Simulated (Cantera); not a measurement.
A counterflow diffusion flame at 0.650 bar, nozzles 20 mm apart: fuel side CH₄ : C₂H₆ : C₃H₈ : N₂ = 1 : 0.042 : 0.1 : 0.28 (molar parts) at 525 K, oxidiser side O₂ : N₂ = 0.17 : 0.83 (molar parts) at 423 K, fuel mass flux 0.78 times the oxidiser's; mixture-averaged transport, no radiation.

Cantera simulation using GRI-Mech 3.0 (53 species, 325 reactions); the numbers are that mechanism's predictions, not measurements. GRI-Mech 3.0 has no aromatics or soot, which form on the fuel side of real flames. The maximum strain rate includes the flame's own expansion and is several times the mean. A flux with no burning solution from the previous one only brackets extinction.

x: mole fraction; the columns are a selection and need not sum to one.

```json
[
 {"oxidiser flux (kg/m²/s)": "0.16", "max strain (1/s)": "147", "mean strain (1/s)": "35.2", "T max (K)": "1844", "peak x OH": "0.00416", "peak x H": "0.00328", "peak x NO": "0.000105", "peak x CO": "0.0351", "peak x C₂H₂": "0.00939"},
 {"oxidiser flux (kg/m²/s)": "0.23", "max strain (1/s)": "205", "mean strain (1/s)": "50.7", "T max (K)": "1822", "peak x OH": "0.00398", "peak x H": "0.00334", "peak x NO": "8.35e-5", "peak x CO": "0.0357", "peak x C₂H₂": "0.00826"},
 {"oxidiser flux (kg/m²/s)": "0.33", "max strain (1/s)": "…", "mean strain (1/s)": "72.7", "T max (K)": "1797", "peak x OH": "0.00373", "peak x H": "0.00334", "peak x NO": "…", "peak x CO": "0.0365", "peak x C₂H₂": "…"},
 {"oxidiser flux (kg/m²/s)": "0.46", "max strain (1/s)": "387", "mean strain (1/s)": "101", "T max (K)": "1769", "peak x OH": "0.00342", "peak x H": "0.00324", "peak x NO": "4.20e-5", "peak x CO": "0.0376", "peak x C₂H₂": "0.00570"},
 {"oxidiser flux (kg/m²/s)": "0.65", "max strain (1/s)": "…", "mean strain (1/s)": "143", "T max (K)": "1719", "peak x OH": "…", "peak x H": "…", "peak x NO": "…", "peak x CO": "0.0389", "peak x C₂H₂": "…"}
]
```

**Question.** Complete the blanks.

**Answer.** 
- 0.33, max strain (1/s): 285
- 0.33, peak x NO: 6.18e-5
- 0.33, peak x C₂H₂: 0.00701
- 0.65, max strain (1/s): 529
- 0.65, peak x OH: 0.00282
- 0.65, peak x H: 0.00281
- 0.65, peak x NO: 2.01e-5
- 0.65, peak x C₂H₂: 0.00376
